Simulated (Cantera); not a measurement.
Input: 1 mol SiCl4, 6.2 mol H2, at 500 K and 100000 Pa.

Method: chemical equilibrium by Gibbs-energy minimisation in Cantera with the NASA 1993 tables (ideal gas, pure condensed phases). Candidate condensed phases: Si; 19 gas species. Equilibrium is a limit: real reactors are often held back by kinetics, nucleation or transport.

Base state: H2 0.861, SiCl4 0.138, HCl 0.000436, SiHCl3 0.000436 (mole fractions); condensed: gas only.

What changes in the equilibrium state with this change: temperature from 500 K to 1323.15 K?


```csv
species,before,after
H2,0.861,0.780
HCl,0.000436,0.0848
SiCl4,0.138,0.0697
SiCl2,<1e-9,0.0166
SiCl3,<1e-9,0.0146
SiHCl3,0.000436,0.0325
SiH2Cl2,4.71e-8,0.00217
SiH3Cl,<1e-9,4.11e-5
```
The tables' values for SiCl3 are old estimates; treat these amounts as uncertain.
